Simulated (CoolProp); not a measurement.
A Linde-Hampson liquefier for ethylene: isothermal reversible compression at 320 K from 1 atm to 30 MPa, throttling to 1 atm, return gas leaving the recuperator 5 K below the feed. Each further row changes one setting.

Model: reference Helmholtz-energy equation of state, Smukala 2000, in CoolProp.

```tsv
case	liquid yield per pass	compression work (kJ/kg of gas)
as stated	(withheld)	444
high pressure 60 MPa	(withheld)	(withheld)
warm-end temperature 350 K	(withheld)	(withheld)
warm-end gap 10 K	(withheld)	444
```

### Question
Complete the blanks.

### Answer

- as stated, liquid yield per pass: 0.422
- high pressure 60 MPa, liquid yield per pass: 0.403
- high pressure 60 MPa, compression work (kJ/kg of gas): 513
- warm-end temperature 350 K, liquid yield per pass: 0.350
- warm-end temperature 350 K, compression work (kJ/kg of gas): 512
- warm-end gap 10 K, liquid yield per pass: 0.416
